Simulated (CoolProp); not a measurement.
Aqueous sodium chloride as a coolant, at 22 °C, 1 atm.

The numbers come from the Melinder's fits for secondary coolants in CoolProp.

```csv
mass %,freezing point (°C),conductivity (W/(m K)),cp (kJ/(kg K)),density (kg/m³),Prandtl number
1.2,-0.7,0.601,4.115,1006,6.64
3.5,-2.1,0.598,3.999,1023,6.73
5.8,-3.6,0.596,3.894,1039,6.85
8.1,-5.1,0.594,3.799,1056,7.01
10.4,-6.9,0.592,3.711,1073,7.21
12.7,-8.8,0.589,3.630,1090,7.44
15,-10.9,0.587,3.555,1108,7.73
17.3,-13.3,0.584,3.487,1125,8.07
```
